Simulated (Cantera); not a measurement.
Charge: 1 mol Si, 22 mol HCl, 0.44 mol H2, held at 550 °C and 750 Torr.

Equilibrium computed with Cantera from the NASA thermochemical tables; the gas is ideal and each condensed phase is pure. Candidate condensed phases: Si; 19 gas species. The numbers say what is thermodynamically allowed, not how fast it happens.

### Question
What is the equilibrium state?

### Answer
```
Property                              Value
--------------------------------  ---------
x(HCl)                                0.840
x(H2)                                 0.114
x(SiCl4)                             0.0466
x(SiHCl3)                           7.64e-6
gas amount                        21.44 mol
log10 activity of Si(s) (absent)     -12.76
```
